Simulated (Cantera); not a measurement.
Feed: 1 mol PbO, a varied amount of CO, 1.9 mol N₂, equilibrated at 1248.15 K and 8.90 bar.

These are equilibrium values from Cantera (NASA tables, ideal gas, pure condensed phases), not measurements of a reactor. Candidate condensed phases: C, Pb, PbO, PbO₂, Pb₃O₄; 27 gas species. Each liquid is taken as pure. Mutual solubility and eutectic melting of coexisting phases are not modelled. Gases not in the tables: (PbO)n polymers. Kinetics and transport are ignored.

### Question
At 0.52 mol CO, list the 5 most abundant gas species with their mole fractions, and the condensed phases.

### Answer
N₂ 0.785, CO₂ 0.215, Pb 0.000146, CO 0.000128, PbO 1.98e-5. Condensed: Pb(l) + PbO(l).
